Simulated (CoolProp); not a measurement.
Hexamethyldisiloxane (MM) along the isotherm 580.6 K: fugacity coefficient from the reference equation and from simpler models built on Tc = 518.7 K, pc = 1.931 MPa, ω = 0.418; each cubic takes its own stable root.

The numbers come from the reference Helmholtz-energy equation of state, Thol 2016 in CoolProp.

```tsv
p (MPa)	phase	reference
0.0644	gas	0.9921
0.129	gas	0.9841
0.193	gas	0.9763
0.257	gas	0.9685
0.322	gas	0.9607
0.386	gas	0.9529
0.451	gas	0.9451
0.515	gas	0.9375
0.579	gas	0.9299
0.644	gas	0.9221
0.708	gas	0.9146
0.772	gas	0.9071
0.837	gas	0.8995
0.901	gas	0.8921
0.966	gas	0.8845
```

Question: How far does each simpler model (van der Waals, Redlich-Kwong, Soave-Redlich-Kwong, Peng-Robinson) lie from the reference over these 15 states: mean and median of the absolute difference, and the worst?

Answer: 
- van der Waals: mean 0.3 %, median 0.3 %, worst +0.5 % at 580.6 K and 0.966 MPa
- Redlich-Kwong: mean 0.2 %, median 0.2 %, worst -0.4 % at 580.6 K and 0.966 MPa
- Soave-Redlich-Kwong: mean 0.5 %, median 0.5 %, worst +0.9 % at 580.6 K and 0.966 MPa
- Peng-Robinson: mean 0.4 %, median 0.4 %, worst -0.7 % at 580.6 K and 0.966 MPa
